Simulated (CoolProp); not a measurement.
The fluid at 293.15 K and 0.557 MPa flows at 0.093 m/s in a round tube of 20 mm bore and 0.25 µm roughness, fully developed (64/Re and Nu = 3.66 if laminar; Colebrook and Gnielinski if turbulent). The same conditions are run with several fluids, on thermodynamics alone (safety and materials aside).

Computed with CoolProp (reference Helmholtz-energy equation of state of each fluid (C2F6 (R116): Lemmon 2006; ethane: Bücker 2006; R125: Lemmon 2005)).

**Question.** Rank C2F6 (R116), ethane, R125 by Reynolds number, highest first.

**Answer.** C2F6 (R116) (4520), R125 (4410), ethane (1440)

| fluid | Darcy friction factor | pressure drop (Pa/m) | heat-transfer coefficient (W/(m² K)) | mass flow (kg/h) |
|---|---|---|---|---|
| C2F6 (R116) | 0.0385 | 0.281 | 11.0 | 3.54 |
| ethane | 0.0446 | 0.0693 | 3.81 | 0.757 |
| R125 | 0.0388 | 0.254 | 10.3 | 3.19 |

Transport values come from each fluid's own correlations; those of C2F6 (R116) are estimates that may be off by 10 % or more.
